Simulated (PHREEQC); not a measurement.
Make-up at 25 °C: 0.045 mol/kgw MgCl2, 0.0098 mol/kgw Al(NO3)3 and 0.02 mol/kgw LiBr. Closed to the air; pH follows from the charge balance.

Equilibrium calculation in PHREEQC: ion-association model, phreeqc.dat.

Each row changes one thing in this solution. Precipitation was switched off in this run.

| case | pH | AlOH+2 (mol/kgw) | Al(OH)2+ (mol/kgw) | SI of Gibbsite (Al(OH)3) |
|---|---|---|---|---|
| as made | 3.74 | 0.000219 | 3.88e-6 | +0.20 |
| 0.04 mol/kgw HCl added | 1.50 | 1.26e-6 | 1.22e-10 | ? |
| LiBr left out | 3.74 | ? | 3.95e-6 | ? |
| LiBr from 0.02 to 0.1 mol/kgw | 3.75 | 0.000218 | 3.64e-6 | +0.17 |
| MgCl2 replaced by Mg(NO3)2 at the same molality | 3.74 | 0.000219 | 3.88e-6 | +0.20 |
| MgCl2 from 0.045 to 0.0495 mol/kgw | 3.75 | 0.000219 | 3.83e-6 | ? |
| diluted 2-fold with water | ? | 0.000157 | 4.35e-6 | +0.40 |

Question: Complete the blanks.

Answer: 
- 0.04 mol/kgw HCl added, SI of Gibbsite (Al(OH)3): -6.55
- LiBr left out, AlOH+2 (mol/kgw): 0.000220
- LiBr left out, SI of Gibbsite (Al(OH)3): +0.21
- MgCl2 from 0.045 to 0.0495 mol/kgw, SI of Gibbsite (Al(OH)3): +0.19
- diluted 2-fold with water, pH: 3.87

Some of these states are supersaturated (in Gibbsite (slow to form), for instance).
